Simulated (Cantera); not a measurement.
A closed system holds: 1 mol BF₃, 0.24 mol NH₃, a varied amount of H₂, held at 1248.15 K and 0.100 bar.

Equilibrium computed with Cantera from the NASA thermochemical tables; the gas is ideal and each condensed phase is pure. Candidate condensed phases: B, BN; 31 gas species. The tables' values for BF₂ are old estimates; treat these amounts as uncertain. Rates play no part.

log p: log10 of the partial pressure in bar; n: condensed amount in mol.

```json
[
 {"n(H₂) (mol)": "4.3", "log p H₂": "-1.10", "log p BF₃": "-1.78", "log p HF": "-2.74", "log p N₂": "-2.75", "n BN(s)": "…"},
 {"n(H₂) (mol)": "14", "log p H₂": "-1.04", "log p BF₃": "-2.22", "log p HF": "-2.94", "log p N₂": "-3.23", "n BN(s)": "…"},
 {"n(H₂) (mol)": "24", "log p H₂": "-1.02", "log p BF₃": "-2.44", "log p HF": "-3.05", "log p N₂": "-3.48", "n BN(s)": "…"},
 {"n(H₂) (mol)": "34", "log p H₂": "-1.02", "log p BF₃": "-2.59", "log p HF": "-3.12", "log p N₂": "-3.66", "n BN(s)": "…"},
 {"n(H₂) (mol)": "44", "log p H₂": "-1.01", "log p BF₃": "-2.71", "log p HF": "-3.18", "log p N₂": "-3.80", "n BN(s)": "…"},
 {"n(H₂) (mol)": "54", "log p H₂": "-1.01", "log p BF₃": "-2.80", "log p HF": "-3.23", "log p N₂": "-3.91", "n BN(s)": "0.103"},
 {"n(H₂) (mol)": "63", "log p H₂": "-1.01", "log p BF₃": "-2.87", "log p HF": "-3.27", "log p N₂": "-4.00", "n BN(s)": "0.110"}
]
```

### Question
Some entries are withheld; supply them.

### Answer

- 4.3, n BN(s): 0.0334
- 14, n BN(s): 0.0570
- 24, n BN(s): 0.0727
- 34, n BN(s): 0.0847
- 44, n BN(s): 0.0947
